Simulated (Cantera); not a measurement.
Input (Python, Cantera) and output of one run.

```python
import numpy as np
import cantera as ct

gas_names = """
    F FO FO2 F2 F2O H HF HNO HNO2 HNO3 HOF HO2 H2 H2F2 H2O H2O2 H3F3 H4F4 H5F5 H6F6 H7F7 N NF NF2 NF3 NH
    NH2 NH3 NH2OH NO NO2 NO3 N2 N2H2 N2H4 N2O O OH O2 O3
""".split()
cond_names = """
    H2O(s) H2O(L)
""".split()


def load(file, names, dense=False):
    # The tables refer to 1 bar. Condensed volumes are neglected.
    table = {s.name: s for s in ct.Species.list_from_file(file)}
    out = []
    for n in names:
        d = dict(table[n].input_data)
        d["thermo"] = dict(d["thermo"], **{"reference-pressure": 1e5})
        if dense:
            d["equation-of-state"] = {"model": "constant-volume", "density": "1e6 g/cm^3"}
        out.append(ct.Species.from_dict(d))
    return out


gas = ct.Solution(thermo="ideal-gas", species=load("nasa_gas.yaml", gas_names))
cond = {s.name: ct.Solution(thermo="fixed-stoichiometry", species=[s], name=s.name)
        for s in load("nasa_condensed.yaml", cond_names, dense=True)}
atoms = {
    'HF': {'H': 1, 'F': 1},
    'H2O': {'H': 2, 'O': 1},
    'N2': {'N': 2},
}
top_T = {}  # K; cautious upper limits of use, not melting points


def equilibrate(T, P, feed):
    n = {}
    for name, mol in feed.items():
        for a, k in atoms[name].items():
            n[a] = n.get(a, 0.0) + k * mol
    gas.TPX = T, P, n
    mass = sum(n.values()) * gas.mean_molecular_weight
    gas.equilibrate("TP")
    valid = [c for c in cond.values() if c.min_temp <= T <= top_T.get(c.name, c.max_temp)]
    mix = ct.Mixture([(gas, mass / gas.mean_molecular_weight)] + [(c, 0.0) for c in valid])
    mix.T, mix.P = T, P
    mix.equilibrate("TP", solver="vcs", rtol=1e-11, max_steps=5000)
    return mix


results = []
T = 3325  # K
P = 310  # Pa
for m in [0.11, 0.17, 0.29, 0.47, 0.77, 1.3, 2.1, 3.4, 5.5, 9.1]:
    feed = {'HF': 1, 'H2O': m, 'N2': 30}  # mol
    mix = equilibrate(T, P, feed)
    results.append((T, P, feed, dict(zip(mix.species_names, mix.species_moles))))
    x = sorted(zip(gas.X, gas.species_names), reverse=True)
    print(f"T = {T:g} K  P = {P:g} Pa  n(H2O) = {m:g} mol  gas = {mix.phase_moles(0):.4g} mol")
    print("   x: " + "  ".join(f"{s} {v:.3e}" for v, s in x if v > 0.0001))
    print("   condensed (mol): " + ("  ".join(f"{mix.phase(i).name} {mix.phase_moles(i):.4g}"
          for i in range(1, mix.n_phases) if mix.phase_moles(i) > 1e-12) or "none"))
```

It prints:

```
T = 3325 K  P = 310 Pa  n(H2O) = 0.11 mol  gas = 32.29 mol
   x: N2 9.283e-01  H 3.572e-02  F 2.896e-02  O 3.306e-03  HF 2.010e-03  N 1.599e-03
   condensed (mol): none
T = 3325 K  P = 310 Pa  n(H2O) = 0.17 mol  gas = 32.46 mol
   x: N2 9.233e-01  H 3.904e-02  F 2.863e-02  O 5.081e-03  HF 2.172e-03  N 1.595e-03  NO 1.470e-04
   condensed (mol): none
T = 3325 K  P = 310 Pa  n(H2O) = 0.29 mol  gas = 32.81 mol
   x: N2 9.135e-01  H 4.558e-02  F 2.800e-02  O 8.574e-03  HF 2.480e-03  N 1.586e-03  NO 2.467e-04
   condensed (mol): none
T = 3325 K  P = 310 Pa  n(H2O) = 0.47 mol  gas = 33.33 mol
   x: N2 8.991e-01  H 5.515e-02  F 2.710e-02  O 1.367e-02  HF 2.904e-03  N 1.574e-03  NO 3.903e-04
   condensed (mol): none
T = 3325 K  P = 310 Pa  n(H2O) = 0.77 mol  gas = 34.2 mol
   x: N2 8.761e-01  H 7.049e-02  F 2.572e-02  O 2.182e-02  HF 3.523e-03  N 1.553e-03  NO 6.147e-04  H2 1.017e-04
   condensed (mol): none
T = 3325 K  P = 310 Pa  n(H2O) = 1.3 mol  gas = 35.74 mol
   x: N2 8.381e-01  H 9.584e-02  O 3.521e-02  F 2.359e-02  HF 4.393e-03  N 1.519e-03  NO 9.702e-04  H2 1.881e-04  OH 1.167e-04
   condensed (mol): none
T = 3325 K  P = 310 Pa  n(H2O) = 2.1 mol  gas = 38.07 mol
   x: N2 7.865e-01  H 1.303e-01  O 5.331e-02  F 2.096e-02  HF 5.308e-03  N 1.472e-03  NO 1.423e-03  H2 3.478e-04  OH 2.403e-04
   condensed (mol): none
T = 3325 K  P = 310 Pa  n(H2O) = 3.4 mol  gas = 41.87 mol
   x: N2 7.147e-01  H 1.783e-01  O 7.832e-02  F 1.774e-02  HF 6.146e-03  NO 1.993e-03  N 1.403e-03  H2 6.512e-04  OH 4.831e-04  O2 1.982e-04
   condensed (mol): none
T = 3325 K  P = 310 Pa  n(H2O) = 5.5 mol  gas = 48.03 mol
   x: N2 6.226e-01  H 2.399e-01  O 1.102e-01  F 1.420e-02  HF 6.620e-03  NO 2.617e-03  N 1.309e-03  H2 1.179e-03  OH 9.144e-04  O2 3.923e-04
   condensed (mol): none
T = 3325 K  P = 310 Pa  n(H2O) = 9.1 mol  gas = 58.6 mol
   x: N2 5.097e-01  H 3.154e-01  O 1.490e-01  F 1.058e-02  HF 6.484e-03  NO 3.202e-03  H2 2.037e-03  OH 1.626e-03  N 1.185e-03  O2 7.174e-04
   condensed (mol): none
```

Cantera equilibrium calculation (NASA polynomials, part measured and part estimated; ideal gas, pure solids and liquids).
